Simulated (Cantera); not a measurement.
What does this Cantera script print?

```python
import numpy as np
import cantera as ct

gas_names = """
    H HNO HNO2 HNO3 HO2 H2 H2O H2O2 N NH NH2 NH3 NH2OH NO NO2 NO3 N2 N2H2 N2H4 N2O O OH O2 O3 Si SiH
    SiH2 SiH3 SiH4 SiN SiO SiO2 Si2 Si2N Si3
""".split()
cond_names = """
    H2O(s) H2O(L) Si(cr) Si(L) SiO2(Lqz) SiO2(hqz) SiO2(L) Si2N2O(s) Si3N4(a)
""".split()


# ... load() reads the species with a 1 bar reference pressure and builds the phases ...
atoms = {
    'Si3N4': {'Si': 3, 'N': 4},
    'N2O': {'N': 2, 'O': 1},
    'H2': {'H': 2},
}
top_T = {'Si2N2O(s)': 2100, 'Si3N4(a)': 2400}  # K; cautious upper limits of use, not melting points


# ... equilibrate(T, P, feed) seeds the gas with the atoms and calls Mixture.equilibrate('TP', solver="vcs", rtol=1e-11, max_steps=5000) ...
results = []
feed = {'Si3N4': 1, 'N2O': 0.019, 'H2': 5.7}  # mol
T = 2198.15  # K
P = 10000  # Pa
mix = equilibrate(T, P, feed)
results.append((T, P, feed, dict(zip(mix.species_names, mix.species_moles))))
x = sorted(zip(gas.X, gas.species_names), reverse=True)
print(f"T = {T:g} K  P = {P:g} Pa  gas = {mix.phase_moles(0):.4g} mol")
print("   x: " + "  ".join(f"{s} {v:.3e}" for v, s in x if v > 0.0001))
print("   condensed (mol): " + ("  ".join(f"{mix.phase(i).name} {mix.phase_moles(i):.4g}"
      for i in range(1, mix.n_phases) if mix.phase_moles(i) > 1e-12) or "none"))
```

Output:

```
T = 2198.15 K  P = 10000 Pa  gas = 7.828 mol
   x: H2 7.203e-01  N2 2.578e-01  H 1.496e-02  Si 3.622e-03  SiO 2.427e-03  SiH 4.317e-04  SiH2 2.129e-04  Si2N 1.090e-04
   condensed (mol): Si(L) 2.944
```

These are equilibrium values from Cantera (NASA tables, ideal gas, pure condensed phases), not measurements of a reactor. The tables' values for SiN are old estimates; treat these amounts as uncertain. Gases not in the tables: Si2H6 and higher silanes.
